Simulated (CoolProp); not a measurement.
Properties of R1234yf along the isotherm 200 K.

Model: reference Helmholtz-energy equation of state, Lemmon 2022, in CoolProp.

```json
[
 {"p (MPa)": "2.26", "phase": "liquid", "density (kg/m³)": "1383", "Joule-Thomson coefficient (K/MPa)": "-0.4080", "isothermal compressibility (1/MPa)": "0.001309", "expansivity (1/kK)": "1.808", "viscosity (µPa s)": "590"},
 {"p (MPa)": "4.51", "phase": "liquid", "density (kg/m³)": "1387", "Joule-Thomson coefficient (K/MPa)": "-0.4121", "isothermal compressibility (1/MPa)": "0.001270", "expansivity (1/kK)": "1.774", "viscosity (µPa s)": "607"},
 {"p (MPa)": "6.77", "phase": "liquid", "density (kg/m³)": "1391", "Joule-Thomson coefficient (K/MPa)": "-0.4159", "isothermal compressibility (1/MPa)": "0.001233", "expansivity (1/kK)": "1.742", "viscosity (µPa s)": "625"},
 {"p (MPa)": "9.02", "phase": "liquid", "density (kg/m³)": "1395", "Joule-Thomson coefficient (K/MPa)": "-0.4194", "isothermal compressibility (1/MPa)": "0.001198", "expansivity (1/kK)": "1.713", "viscosity (µPa s)": "642"},
 {"p (MPa)": "11.3", "phase": "liquid", "density (kg/m³)": "1398", "Joule-Thomson coefficient (K/MPa)": "-0.4226", "isothermal compressibility (1/MPa)": "0.001166", "expansivity (1/kK)": "1.684", "viscosity (µPa s)": "660"},
 {"p (MPa)": "13.5", "phase": "liquid", "density (kg/m³)": "1402", "Joule-Thomson coefficient (K/MPa)": "-0.4256", "isothermal compressibility (1/MPa)": "0.001136", "expansivity (1/kK)": "1.658", "viscosity (µPa s)": "678"},
 {"p (MPa)": "15.8", "phase": "liquid", "density (kg/m³)": "1406", "Joule-Thomson coefficient (K/MPa)": "-0.4285", "isothermal compressibility (1/MPa)": "0.001107", "expansivity (1/kK)": "1.632", "viscosity (µPa s)": "697"},
 {"p (MPa)": "18", "phase": "liquid", "density (kg/m³)": "1409", "Joule-Thomson coefficient (K/MPa)": "-0.4310", "isothermal compressibility (1/MPa)": "0.001081", "expansivity (1/kK)": "1.608", "viscosity (µPa s)": "715"},
 {"p (MPa)": "20.3", "phase": "liquid", "density (kg/m³)": "1412", "Joule-Thomson coefficient (K/MPa)": "-0.4335", "isothermal compressibility (1/MPa)": "0.001055", "expansivity (1/kK)": "1.585", "viscosity (µPa s)": "734"},
 {"p (MPa)": "22.6", "phase": "liquid", "density (kg/m³)": "1416", "Joule-Thomson coefficient (K/MPa)": "-0.4359", "isothermal compressibility (1/MPa)": "0.001030", "expansivity (1/kK)": "1.563", "viscosity (µPa s)": "754"},
 {"p (MPa)": "24.8", "phase": "liquid", "density (kg/m³)": "1419", "Joule-Thomson coefficient (K/MPa)": "-0.4380", "isothermal compressibility (1/MPa)": "0.001008", "expansivity (1/kK)": "1.542", "viscosity (µPa s)": "773"},
 {"p (MPa)": "27.1", "phase": "liquid", "density (kg/m³)": "1422", "Joule-Thomson coefficient (K/MPa)": "-0.4400", "isothermal compressibility (1/MPa)": "0.0009858", "expansivity (1/kK)": "1.522", "viscosity (µPa s)": "793"},
 {"p (MPa)": "29.3", "phase": "liquid", "density (kg/m³)": "1425", "Joule-Thomson coefficient (K/MPa)": "-0.4419", "isothermal compressibility (1/MPa)": "0.0009657", "expansivity (1/kK)": "1.503", "viscosity (µPa s)": "813"},
 {"p (MPa)": "31.6", "phase": "liquid", "density (kg/m³)": "1428", "Joule-Thomson coefficient (K/MPa)": "-0.4437", "isothermal compressibility (1/MPa)": "0.0009456", "expansivity (1/kK)": "1.485", "viscosity (µPa s)": "833"},
 {"p (MPa)": "33.8", "phase": "liquid", "density (kg/m³)": "1431", "Joule-Thomson coefficient (K/MPa)": "-0.4453", "isothermal compressibility (1/MPa)": "0.0009273", "expansivity (1/kK)": "1.468", "viscosity (µPa s)": "853"}
]
```

Viscosity comes from a separate model (Bell 2016), an estimate that may be off by 10 % or more.
